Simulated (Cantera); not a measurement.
# Nitride etching: Si3N4 + NF3 + H2

A closed system holds: 1 mol Si3N4, a varied amount of NF3, 10 mol H2, equilibrated at 1500 K and 0.100 bar.

Equilibrium computed with Cantera from the NASA thermochemical tables; the gas is ideal and each condensed phase is pure. Candidate condensed phases: Si, Si3N4; 37 gas species. The tables' values for SiF3, SiF2 are old estimates; treat these amounts as uncertain. Equilibrium is a limit: real reactors are often held back by kinetics, nucleation or transport.

```
n(NF3) (mol)    x H2     x HF       x F    x N2  x SiF4    x SiF3   x SiHF3  n Si3N4(s)
------------  ------  -------  --------  ------  ------  --------  --------  ----------
0.53           0.908  0.00561  9.00e-12  0.0488  0.0291   0.00505   0.00231       0.865
0.74           0.878  0.00630  1.03e-11  0.0659  0.0404   0.00615   0.00276       0.811
1              0.843  0.00692  1.15e-11  0.0856  0.0537   0.00728   0.00321       0.745
1.5            0.783  0.00771  1.33e-11   0.119  0.0768   0.00901   0.00383       0.618
2.1            0.721  0.00827  1.49e-11   0.154   0.101    0.0106   0.00432       0.466
2.9            0.653  0.00867  1.64e-11   0.193   0.128    0.0122   0.00474       0.263
4.1            0.567   0.0247  5.01e-11   0.235   0.167   0.00520   0.00188           0
5.7            0.365    0.250  6.34e-10   0.238   0.147  0.000361  0.000105           0
8              0.160    0.480   1.84e-9   0.240   0.120  0.000102   1.96e-5           0
11            <1e-12    0.635    0.0317   0.238  0.0952  4.69e-12    <1e-12           0
16            <1e-12    0.409     0.324   0.204  0.0613    <1e-12    <1e-12           0
```
x: gas mole fraction; n: condensed amount in mol.

From 0.53 mol NF3 to 2.9 mol NF3 the condensed part is Si3N4(s). From 4.1 mol NF3 to 16 mol NF3 nothing is condensed. The main Si-bearing gas is SiF4 throughout.
